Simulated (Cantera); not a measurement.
A perfectly stirred reactor is fed with CH₄ : CO₂ = 1 : 1.1 (molar parts), at 7500 Torr; it is held at 1900 K, and followed from long to short residence time.

Cantera simulation using GRI-Mech 3.0 (53 species, 325 reactions); the numbers are that mechanism's predictions, not measurements.

One state of this run: x CH₄ = 0.0289; x CO₂ = 0.0433; x H₂O₂ = 8.13e-12; x C₂H₂ = 0.0534; x H₂ = 0.330; x CO = 0.416. x: mole fraction; the columns are a selection and need not sum to one.

### Question
Which value of τ (s) does it belong to?
(A) 11
(B) 0.10
(C) 0.032
(D) 0.0099

### Answer
C, 0.032
